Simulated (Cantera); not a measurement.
What does this Cantera script print?

```python
import numpy as np
import cantera as ct

gas_names = [...]  # 110 gases of nasa_gas.yaml made of C, H, O
cond_names = """
    C(gr) C6H6(L) C7H8(L) C8H18(L),n-octa H2O(s) H2O(L)
""".split()


# ... load() reads the species with a 1 bar reference pressure and builds the phases ...
atoms = {
    'CH4': {'C': 1, 'H': 4},
    'CO2': {'C': 1, 'O': 2},
    'H2': {'H': 2},
}
top_T = {'C(gr)': 4500}  # K; cautious upper limits of use, not melting points


# ... equilibrate(T, P, feed) seeds the gas with the atoms and calls Mixture.equilibrate('TP', solver="vcs", rtol=1e-11, max_steps=5000) ...
results = []
feed = {'CH4': 1, 'CO2': 0.15, 'H2': 2.4}  # mol
P = 1333.22  # Pa
for T in [2050, 2100, 2150, 2200, 2250, 2300, 2350, 2400, 2450]:
    mix = equilibrate(T, P, feed)
    results.append((T, P, feed, dict(zip(mix.species_names, mix.species_moles))))
    x = sorted(zip(gas.X, gas.species_names), reverse=True)
    print(f"T = {T:g} K  P = {P:g} Pa  gas = {mix.phase_moles(0):.4g} mol")
    print("   x: " + "  ".join(f"{s} {v:.3e}" for v, s in x if v > 1e-05))
    print("   condensed (mol): " + ("  ".join(f"{mix.phase(i).name} {mix.phase_moles(i):.4g}"
          for i in range(1, mix.n_phases) if mix.phase_moles(i) > 1e-12) or "none"))
```

It prints:

```
T = 2050 K  P = 1333.22 Pa  gas = 4.745 mol
   x: H2 9.170e-01  CO 6.323e-02  H 1.881e-02  C2H2,acetylene 9.736e-04
   condensed (mol): C(gr) 0.8407
T = 2100 K  P = 1333.22 Pa  gas = 4.761 mol
   x: H2 9.099e-01  CO 6.301e-02  H 2.574e-02  C2H2,acetylene 1.314e-03
   condensed (mol): C(gr) 0.8374
T = 2150 K  P = 1333.22 Pa  gas = 4.783 mol
   x: H2 9.009e-01  CO 6.272e-02  H 3.467e-02  C2H2,acetylene 1.745e-03
   condensed (mol): C(gr) 0.8332
T = 2200 K  P = 1333.22 Pa  gas = 4.811 mol
   x: H2 8.893e-01  CO 6.236e-02  H 4.600e-02  C2H2,acetylene 2.279e-03
   condensed (mol): C(gr) 0.828
T = 2250 K  P = 1333.22 Pa  gas = 4.846 mol
   x: H2 8.750e-01  CO 6.191e-02  H 6.016e-02  C2H2,acetylene 2.929e-03
   condensed (mol): C(gr) 0.8214
T = 2300 K  P = 1333.22 Pa  gas = 4.89 mol
   x: H2 8.573e-01  H 7.760e-02  CO 6.135e-02  C2H2,acetylene 3.705e-03  C2H 1.515e-05
   condensed (mol): C(gr) 0.8134
T = 2350 K  P = 1333.22 Pa  gas = 4.944 mol
   x: H2 8.359e-01  H 9.876e-02  CO 6.068e-02  C2H2,acetylene 4.612e-03  C2H 2.785e-05  C4H2 1.044e-05
   condensed (mol): C(gr) 0.8038
T = 2400 K  P = 1333.22 Pa  gas = 5.011 mol
   x: H2 8.104e-01  H 1.240e-01  CO 5.987e-02  C2H2,acetylene 5.650e-03  C2H 4.975e-05  C4H2 1.620e-05
   condensed (mol): C(gr) 0.7924
T = 2450 K  P = 1333.22 Pa  gas = 5.092 mol
   x: H2 7.804e-01  H 1.537e-01  CO 5.892e-02  C2H2,acetylene 6.808e-03  C2H 8.640e-05  C4H2 2.449e-05  C3 1.685e-05
   condensed (mol): C(gr) 0.7789
```

Cantera equilibrium calculation (NASA polynomials, part measured and part estimated; ideal gas, pure solids and liquids).
